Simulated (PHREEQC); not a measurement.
PHREEQC input (ion-association model, phreeqc.dat):

```
SOLUTION 0
  temp 25
  units mmol/kgw
  pH 7 charge
  Cl 37.01
  K 37
  O(0) 1 O2(g) -0.68
SOLUTION 1-30
  temp 25
  units mmol/kgw
  pH 7 charge
  S(6) 79.65
  Zn 0.65
  Na 158
  Cl 0.01
  O(0) 1 O2(g) -0.68
END
EXCHANGE 1-30
  X 0.035
  -equilibrate 1
END
SELECTED_OUTPUT 1
  -reset false
  -pH true
  -pe true
  -ionic_strength true
  -water true
  -step true
  -totals Cl K Na S Zn S(-2) S(6)
  -molalities KX NaX ZnX2
  -saturation_indices Halite Sylvite Zn(OH)2(e)
PRINT
  -reset false
TRANSPORT
  -cells 30
  -shifts 120
  -lengths 0.00333333
  -time_step 720
  -dispersivities 0.005
  -boundary_conditions flux flux
  -correct_disp true
  -punch_cells 30
  -punch_frequency 4
END
```

Selected output (columns that matter, 23 of 31 rows; pore volumes added in front):

```
pore volumes	pH	mu	Cl	K	Na	S	Zn	m_KX	m_NaX	m_ZnX2	si_Halite	si_Sylvite	si_Zn(OH)2(e)
0	5.5675	0.21065	1e-05	0	0.158	0.07965	0.00065	0	0.03288	0.0010601	-7.686	-1000	-4.5467
0.15	5.5675	0.21065	1e-05	0	0.158	0.07965	0.00065	0	0.03288	0.0010601	-7.686	-1000	-4.5467
0.4167	5.5669	0.21017	0.00011922	6.1209e-09	0.15765	0.079415	0.00064657	6.2207e-09	0.03288	0.0010601	-6.6104	-13.386	-4.5493
0.55	5.56	0.20455	0.0013908	6.2976e-07	0.15352	0.076678	0.00060751	6.5749e-07	0.032878	0.0010604	-5.5521	-10.303	-4.5801
0.6833	5.537	0.18706	0.0053261	7.7625e-06	0.14073	0.068206	0.00049594	8.8503e-06	0.032865	0.0010632	-4.9975	-8.6175	-4.681
0.95	5.434	0.12727	0.018422	8.8739e-05	0.097926	0.040014	0.00021277	0.00014559	0.032693	0.0010806	-4.5769	-6.9727	-5.1113
1.0833	5.3637	0.098961	0.024419	0.00017987	0.078188	0.027105	0.00012521	0.00036844	0.03245	0.0010907	-4.5277	-6.5142	-5.3886
1.35	5.2244	0.061642	0.0321	0.0007163	0.05241	0.01057	5.1525e-05	0.002086	0.030684	0.0011151	-4.5395	-5.7448	-5.8727
1.4833	5.1695	0.051618	0.034114	0.0018019	0.044681	0.0062334	4.4295e-05	0.0054781	0.027234	0.001144	-4.5674	-5.3004	-5.9774
1.6167	5.1287	0.045429	0.035348	0.0051959	0.037177	0.0035787	6.0944e-05	0.013393	0.019176	0.0012158	-4.6214	-4.8131	-5.8674
1.8833	5.0832	0.039788	0.036493	0.020611	0.017582	0.0011124	0.00025753	0.02737	0.0046629	0.0014834	-4.9224	-4.189	-5.2741
2.0167	5.0727	0.038724	0.036728	0.026473	0.0107	0.00060692	0.00037955	0.029485	0.0023789	0.0015683	-5.1333	-4.0751	-5.1137
2.15	5.0667	0.038161	0.036858	0.030198	0.0063812	0.00032762	0.00046196	0.030531	0.0012876	0.0015906	-5.3551	-4.0151	-5.0331
2.4167	5.0618	0.037681	0.036967	0.033887	0.0022267	9.3163e-05	0.00051466	0.031552	0.0004137	0.0015171	-5.8102	-3.9627	-4.9899
2.55	5.0609	0.037576	0.036987	0.034752	0.0013109	4.9216e-05	0.00050651	0.03186	0.00023979	0.0014502	-6.0398	-3.9513	-4.9973
2.6833	5.0606	0.037506	0.036998	0.035295	0.00077099	2.5874e-05	0.00048684	0.032112	0.00013996	0.001374	-6.27	-3.9443	-5.0146
2.95	5.0605	0.037415	0.037007	0.035881	0.00026627	7.0703e-06	0.00043167	0.032531	4.8167e-05	0.0012106	-6.7315	-3.9368	-5.0664
3.0833	5.0605	0.03738	0.037008	0.036046	0.00015639	3.6793e-06	0.00040141	0.032715	2.832e-05	0.0011283	-6.9625	-3.9347	-5.0976
3.35	5.0608	0.03732	0.03701	0.036264	5.3887e-05	9.8971e-07	0.00034184	0.033052	9.7995e-06	0.00096911	-7.4251	-3.9319	-5.1667
3.4833	5.0609	0.037294	0.03701	0.036342	3.1616e-05	5.1192e-07	0.00031368	0.033207	5.764e-06	0.0008938	-7.6566	-3.9309	-5.2037
3.6167	5.061	0.037269	0.03701	0.036408	1.8543e-05	2.6441e-07	0.00028699	0.033353	3.3894e-06	0.00082197	-7.8882	-3.9301	-5.242
3.8833	5.0613	0.037225	0.03701	0.036517	6.3734e-06	7.0292e-08	0.00023844	0.033619	1.1708e-06	0.00068973	-8.3519	-3.9287	-5.3218
4.0167	5.0614	0.037205	0.03701	0.036563	3.735e-06	3.6191e-08	0.00021663	0.03374	6.8769e-07	0.00062955	-8.584	-3.9281	-5.3632
```
